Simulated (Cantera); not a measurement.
Input (Python, Cantera) and output of one run.

```python
import numpy as np
import cantera as ct

gas_names = """
    C CN C2 CCN CNC C2N2 C3 C4 C4N2 C5 N N2 Si SiC SiC2 SiN Si2 Si2C Si2N Si3
""".split()
cond_names = """
    C(gr) Si(cr) Si(L) SiC(b) Si3N4(a)
""".split()


def load(file, names, dense=False):
    # The tables refer to 1 bar. Condensed volumes are neglected.
    table = {s.name: s for s in ct.Species.list_from_file(file)}
    out = []
    for n in names:
        d = dict(table[n].input_data)
        d["thermo"] = dict(d["thermo"], **{"reference-pressure": 1e5})
        if dense:
            d["equation-of-state"] = {"model": "constant-volume", "density": "1e6 g/cm^3"}
        out.append(ct.Species.from_dict(d))
    return out


gas = ct.Solution(thermo="ideal-gas", species=load("nasa_gas.yaml", gas_names))
cond = {s.name: ct.Solution(thermo="fixed-stoichiometry", species=[s], name=s.name)
        for s in load("nasa_condensed.yaml", cond_names, dense=True)}
atoms = {
    'Si3N4': {'Si': 3, 'N': 4},
    'C': {'C': 1},
    'N2': {'N': 2},
    'Si': {'Si': 1},
}
top_T = {'C(gr)': 4500, 'SiC(b)': 3050, 'Si3N4(a)': 2400}  # K; cautious upper limits of use, not melting points


def equilibrate(T, P, feed):
    n = {}
    for name, mol in feed.items():
        for a, k in atoms[name].items():
            n[a] = n.get(a, 0.0) + k * mol
    gas.TPX = T, P, n
    mass = sum(n.values()) * gas.mean_molecular_weight
    gas.equilibrate("TP")
    valid = [c for c in cond.values() if c.min_temp <= T <= top_T.get(c.name, c.max_temp)]
    mix = ct.Mixture([(gas, mass / gas.mean_molecular_weight)] + [(c, 0.0) for c in valid])
    mix.T, mix.P = T, P
    mix.equilibrate("TP", solver="vcs", rtol=1e-11, max_steps=5000)
    return mix


results = []
feed = {'Si3N4': 1, 'C': 0.19, 'N2': 0.013, 'Si': 0.004}  # mol
T = 2100  # K
P = 1000  # Pa
mix = equilibrate(T, P, feed)
results.append((T, P, feed, dict(zip(mix.species_names, mix.species_moles))))
x = sorted(zip(gas.X, gas.species_names), reverse=True)
print(f"T = {T:g} K  P = {P:g} Pa  gas = {mix.phase_moles(0):.4g} mol")
print("   x: " + "  ".join(f"{s} {v:.3e}" for v, s in x if v > 0.0001))
print("   condensed (mol): " + ("  ".join(f"{mix.phase(i).name} {mix.phase_moles(i):.4g}"
      for i in range(1, mix.n_phases) if mix.phase_moles(i) > 1e-12) or "none"))
```

Output:

```
T = 2100 K  P = 1000 Pa  gas = 2.042 mol
   x: N2 9.853e-01  Si 1.334e-02  Si2C 5.458e-04  Si2N 3.298e-04  SiN 2.747e-04  Si2 1.738e-04
   condensed (mol): Si(L) 2.783  SiC(b) 0.1889
```

These are equilibrium values from Cantera (NASA tables, ideal gas, pure condensed phases), not measurements of a reactor. Mutual solubility and eutectic melting of coexisting phases are not modelled. The tables' values for SiN are old estimates; treat these amounts as uncertain.
